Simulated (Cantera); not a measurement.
An isothermal, constant-pressure homogeneous reactor starts with CO : O2 : H2O : N2 = 0.02 : 0.028 : 0.0055 : 1 (molar parts), at 1375 K and 0.987 atm. Integrator tolerance rtol = 1e-08.

Computed with Cantera and GRI-Mech 3.0 (53 species, 325 reactions).

Task: What does this change do: pressure from 0.987 atm to 0.128 atm?

Result: 
```json
[
 {"quantity": "x(CO) at 8.00 s", "before": "9.29e-8 (gas-phase equilibrium 9.31e-8)", "after": "4.41e-7 (gas-phase equilibrium 2.58e-7)"},
 {"quantity": "x(O2) at 8.00 s", "before": "0.0172 (gas-phase equilibrium 0.0171)", "after": "0.0172 (gas-phase equilibrium 0.0171)"},
 {"quantity": "x(H2O) at 8.00 s", "before": "0.00527 (gas-phase equilibrium 0.00527)", "after": "0.00527 (gas-phase equilibrium 0.00527)"},
 {"quantity": "x(H) at 8.00 s", "before": "3.83e-10 (gas-phase equilibrium 3.84e-10)", "after": "3.69e-9 (gas-phase equilibrium 1.77e-9)"},
 {"quantity": "x(H2) at 8.00 s", "before": "1.24e-8 (gas-phase equilibrium 1.24e-8)", "after": "5.60e-8 (gas-phase equilibrium 3.44e-8)"},
 {"quantity": "x(NO2) at 8.00 s", "before": "6.85e-9 (gas-phase equilibrium 4.60e-7)", "after": "5.36e-9 (gas-phase equilibrium 1.66e-7)"},
 {"quantity": "x(NO) at 8.00 s", "before": "2.95e-6 (gas-phase equilibrium 0.000199)", "after": "6.59e-6 (gas-phase equilibrium 0.000199)"}
]
```

Task: What does this change do: O2 0.028 to 0.12 parts?

Result: 
```
quantity                                             before                                      after
----------------  -----------------------------------------  -----------------------------------------
x(CO) at 8.00 s     9.29e-8 (gas-phase equilibrium 9.31e-8)    3.60e-8 (gas-phase equilibrium 3.61e-8)
x(O2) at 8.00 s       0.0172 (gas-phase equilibrium 0.0171)      0.0969 (gas-phase equilibrium 0.0966)
x(H2O) at 8.00 s    0.00527 (gas-phase equilibrium 0.00527)    0.00484 (gas-phase equilibrium 0.00484)
x(H) at 8.00 s    3.83e-10 (gas-phase equilibrium 3.84e-10)  2.39e-10 (gas-phase equilibrium 2.39e-10)
x(H2) at 8.00 s     1.24e-8 (gas-phase equilibrium 1.24e-8)    4.79e-9 (gas-phase equilibrium 4.79e-9)
x(NO2) at 8.00 s    6.85e-9 (gas-phase equilibrium 4.60e-7)    5.99e-9 (gas-phase equilibrium 2.49e-6)
x(NO) at 8.00 s    2.95e-6 (gas-phase equilibrium 0.000199)   1.09e-6 (gas-phase equilibrium 0.000453)
```
